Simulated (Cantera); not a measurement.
Ignition delay

Mixture: 13.3 % H2, 18.2 % O2, 68.5 % N2, equivalence ratio 0.37, at 100000 Pa, adiabatic and at constant volume. Ignition delay is the time to a rise of 400 K.

Detailed kinetics in Cantera: the H2/O2 subset of GRI-Mech 3.0, which has no nitrogen chemistry. Where the delays flatten at high temperature, the 400 K rule measures the pace of heat release, not the induction time.

| T0 (K) | delay (ms) |
|---|---|
| 1225 | 0.0472 |
| 1325 | 0.0331 |
| 1425 | 0.0268 |
| 1525 | 0.0244 |
| 1625 | 0.0244 |
| 1725 | 0.0261 |
| 1825 | 0.0291 |
| 1925 | 0.0333 |
